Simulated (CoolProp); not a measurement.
Ammonia along the isotherm 626.2 K: Z from the reference equation and from simpler models built on Tc = 405.6 K, pc = 113.6 bar, ω = 0.256; each cubic takes its own stable root.

The numbers come from the reference Helmholtz-energy equation of state, Gao 2020 in CoolProp.

```
p (bar)          phase  reference
-------  -------------  ---------
100                gas     0.9401
200      supercritical     0.8868
300      supercritical     0.8454
400      supercritical     0.8199
500      supercritical     0.8124
600      supercritical     0.8217
700      supercritical     0.8438
800      supercritical     0.8746
900      supercritical     0.9109
1000     supercritical     0.9509
```

Task: How far does each simpler model (Redlich-Kwong, Soave-Redlich-Kwong, Peng-Robinson) lie from the reference over these 10 states: mean and median of the absolute difference, and the worst?

Result: 
- Redlich-Kwong: mean 5.2 %, median 3.9 %, worst +11.2 % at 626.2 K and 1000 bar
- Soave-Redlich-Kwong: mean 14.5 %, median 17.2 %, worst +21.3 % at 626.2 K and 1000 bar
- Peng-Robinson: mean 8.3 %, median 10.5 %, worst +12.7 % at 626.2 K and 900 bar
